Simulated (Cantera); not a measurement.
A diamond (100) surface in a fixed gas of H2 with x(CH4) = 0.0046, x(CH3) = 1.6e-05, at 1025 K, 1000 Pa; coverages are run to steady state.

Computed with Cantera and the Harris–Goodwin 1993 mechanism for the reconstructed diamond (100) surface.

θ: site fractions in the mechanism's names (c6HH fully hydrogenated, c6H* and c6*H radical sites, c6** diradical, c6HM methylated).

```csv
x(H),growth (µm/h),θ c6HH,θ c6H*,θ c6*H,θ c6**,θ c6HM
0.0001,0.00487,0.618,0.0185,0.354,0.00525,0.00320
0.0002,0.00958,0.596,0.0195,0.372,0.00737,0.00341
0.00041,0.0180,0.584,0.0200,0.382,0.00913,0.00333
0.00083,0.0306,0.578,0.0203,0.387,0.0103,…
0.0017,0.0469,0.575,0.0204,0.390,0.0110,…
0.0034,0.0629,0.574,0.0205,0.392,0.0113,…
0.0069,0.0760,0.574,0.0206,0.393,0.0115,…
0.014,0.0847,0.574,0.0206,0.393,0.0116,…
0.028,0.0897,0.574,0.0206,0.393,0.0117,…
```

**Question.** What belongs in the gaps?

**Answer.** 
- 0.00083, θ c6HM: 0.00292
- 0.0017, θ c6HM: 0.00224
- 0.0034, θ c6HM: 0.00152
- 0.0069, θ c6HM: 0.000910
- 0.014, θ c6HM: 0.000502
- 0.028, θ c6HM: 0.000266
